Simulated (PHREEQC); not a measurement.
Make-up at 25 °C: 0.001 mol/kgw H2S, 0.26 mol/kgw NaOH and 0.0056 mol/kgw ZnBr2. Closed to the air; pH follows from the charge balance.

The numbers come from PHREEQC with the ion-association model, phreeqc.dat.

No solid was allowed to form.

**Question.** What pH does the model give?

**Answer.** pH 13.21.

**Question.** In which forms is Zn present?

**Answer.** Zn(OH)4-2 86 %, Zn(OH)3- 14 % of the Zn.

Examples of supersaturated solids here: Zn(OH)2(e), Sphalerite (slow to form). Others may be too. The database's pK near 12.9 for HS-/S-2 is now thought far too low, so its S-2 is overstated.
